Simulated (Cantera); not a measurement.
A perfectly stirred reactor is fed with H2 : O2 : N2 = 1.8 : 1 : 1.3 (molar parts), equivalence ratio 0.90, at 1.00 bar; it is held at 850 K, and followed from long to short residence time.

Computed with Cantera and GRI-Mech 3.0 (53 species, 325 reactions). Below about 950 K walls govern HO2 and H2O2 in real vessels. The temperature is held fixed by assumption; the heat of reaction is taken as removed at once.

**Question.** What does this change do: H2 1.8 to 4.7 parts?

**Answer.** 
```csv
quantity,before,after
x(H2) at τ = 12.0 s,0.292,0.561
x(O2) at τ = 12.0 s,0.172,0.0706
x(H2O2) at τ = 12.0 s,0.00153,0.00110
x(H) at τ = 12.0 s,2.26e-8,4.72e-8
x(H2O) at τ = 12.0 s,0.187,0.166
x(H2) at τ = 75.0 ms,0.439,0.671
x(O2) at τ = 75.0 ms,0.244,0.143
x(H2O2) at τ = 75.0 ms,4.03e-6,1.16e-5
x(H) at τ = 75.0 ms,2.90e-10,1.29e-9
x(H2O) at τ = 75.0 ms,3.50e-6,1.05e-5
```

**Question.** What does this change do: temperature 850 to 1300 K?

**Answer.** 
```csv
quantity,before,after
x(H2) at τ = 12.0 s,0.292,6.04e-5
x(O2) at τ = 12.0 s,0.172,0.0313
x(H2O2) at τ = 12.0 s,0.00153,1.08e-7
x(H) at τ = 12.0 s,2.26e-8,3.41e-7
x(H2O) at τ = 12.0 s,0.187,0.562
x(H2) at τ = 75.0 ms,0.439,0.00175
x(O2) at τ = 75.0 ms,0.244,0.0320
x(H2O2) at τ = 75.0 ms,4.03e-6,1.70e-6
x(H) at τ = 75.0 ms,2.90e-10,4.69e-5
x(H2O) at τ = 75.0 ms,3.50e-6,0.560
```
